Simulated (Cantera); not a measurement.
Charge: 1 mol Si₃N₄, 0.73 mol CO₂, 2.1 mol N₂, at 875 °C and 10000 Pa.

Equilibrium computed with Cantera from the NASA thermochemical tables; the gas is ideal and each condensed phase is pure. Candidate condensed phases: C, Si, SiC, SiO₂, Si₂N₂O, Si₃N₄; 34 gas species. Mutual solubility and eutectic melting of coexisting phases are not modelled. Rates play no part.

Task: What is the equilibrium state?

Result: 
```json
{
 "x(N₂)": "1.00",
 "n(C(graphite))": "0.730 mol",
 "n(Si₂N₂O(s))": "1.46 mol",
 "n(Si₃N₄(s))": "0.0267 mol",
 "gas_amount": "2.587 mol",
 "log10 activity of Si(s) (absent)": "-4.85"
}
```
